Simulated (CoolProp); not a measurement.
A single-stage vapour-compression cycle with the fluid: evaporating at 243.15 K (dew point), condensing at 272.15 K (bubble point), superheat 10 K, subcooling 0 K, compressor efficiency 0.85, no pressure losses. The same conditions are run with several fluids, on thermodynamics alone (safety and materials aside).

Values from CoolProp's reference Helmholtz-energy equation of state of each fluid (trans-2-butene: Lemmon 2005; C3F8 (R218): Lemmon 2006; R125: Lemmon 2005; R1336mzz(E): Akasaka 2023; ammonia: Gao 2020; isobutane: Bücker 2006).

| fluid | cooling COP | pressure ratio | discharge temperature (K) | refrigerating effect (kJ/kg) | volumetric capacity (kJ/m³) |
|---|---|---|---|---|---|
| trans-2-butene | 6.48 | 3.60 | 295.1 | 384 | 272 |
| C3F8 (R218) | 5.95 | 2.94 | ? | 80.2 | 1030 |
| R125 | ? | 2.85 | 287.4 | 126 | 1760 |
| R1336mzz(E) | 6.35 | 4.33 | 283.9 | 145 | 184 |
| ammonia | 6.13 | 3.46 | 350.9 | 1250 | 1240 |
| isobutane | ? | 3.25 | 288.9 | 331 | 436 |

**Question.** Complete the blanks.

**Answer.** 
- C3F8 (R218), discharge temperature (K): 276.2
- R125, cooling COP: 6.10
- isobutane, cooling COP: 6.43
